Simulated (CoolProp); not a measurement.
The fluid at 260.69 K and 2.01 MPa expands adiabatically to 0.465 MPa with isentropic efficiency 0.85. The same conditions are run with several fluids, on thermodynamics alone (safety and materials aside).

Model: reference Helmholtz-energy equation of state of each fluid (oxygen: Schmidt 1985; dry air: Lemmon 2000; carbon monoxide: Lemmon 2006; nitrogen: Span 2000; methane: Setzmann 1991), in CoolProp. Blends and air are pseudo-pure fits.

```tsv
fluid	work (kJ/kg)	final temperature (K)	final density (kg/m³)
oxygen	67.0	183.1	9.96
dry air	74.5	183.1	8.98
carbon monoxide	76.9	183.0	8.70
nitrogen	77.2	183.3	8.67
methane	133	190.2	4.89
```
